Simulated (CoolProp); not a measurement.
Properties of R115 at several states (Tc = 353.1 K, pc = 3129 kPa, ω = 0.248).

Computed with CoolProp (reference Helmholtz-energy equation of state, Lemmon 2016).

```json
[
 {"T (K)": "451", "p (kPa)": "20.6", "phase": "gas", "cp (kJ/(kg K))": "0.8851", "cv (kJ/(kg K))": "0.8310", "speed of sound (m/s)": "160.7", "isothermal compressibility (1/MPa)": "48.59"},
 {"T (K)": "491.8", "p (kPa)": "534", "phase": "gas", "cp (kJ/(kg K))": "0.9249", "cv (kJ/(kg K))": "0.8652", "speed of sound (m/s)": "[?]", "isothermal compressibility (1/MPa)": "1.905"},
 {"T (K)": "446.2", "p (kPa)": "118", "phase": "gas", "cp (kJ/(kg K))": "[?]", "cv (kJ/(kg K))": "0.8272", "speed of sound (m/s)": "159.2", "isothermal compressibility (1/MPa)": "8.522"},
 {"T (K)": "416.4", "p (kPa)": "11900", "phase": "supercritical", "cp (kJ/(kg K))": "1.225", "cv (kJ/(kg K))": "0.8419", "speed of sound (m/s)": "[?]", "isothermal compressibility (1/MPa)": "0.04041"}
]
```

Q: Fill in the missing entries.

A: 
- 491.8, speed of sound (m/s): 165.3
- 446.2, cp (kJ/(kg K)): 0.8826
- 416.4, speed of sound (m/s): 203.4
